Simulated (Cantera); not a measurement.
## Diamond growth

A diamond (100) surface in a fixed gas of H2 with x(CH4) = 0.0028, x(CH3) = 0.0015, at 900 K, 0.0260 bar; coverages are run to steady state.

Computed with Cantera and the Harris–Goodwin 1993 mechanism for the reconstructed diamond (100) surface.

```tsv
x(H)	growth (µm/h)	θ c6HH	θ c6H*	θ c6*H	θ c6**	θ c6HM
0.0001	0.690	0.0782	0.000958	0.0268	7.99e-5	0.720
0.0002	1.30	0.116	0.00155	0.0433	0.000215	0.675
0.00042	2.42	0.181	0.00255	0.0715	0.000548	0.599
0.00085	4.05	0.269	0.00393	0.110	0.00112	0.495
0.0017	6.08	0.375	0.00558	0.156	0.00190	0.371
0.0036	8.28	0.489	0.00733	0.205	0.00277	0.238
0.0073	9.92	0.572	0.00864	0.241	0.00344	0.141
0.015	11.0	0.627	0.00953	0.265	0.00389	0.0760
0.03	11.6	0.658	0.0101	0.278	0.00415	0.0401
```
θ: site fractions in the mechanism's names (c6HH fully hydrogenated, c6H* and c6*H radical sites, c6** diradical, c6HM methylated).
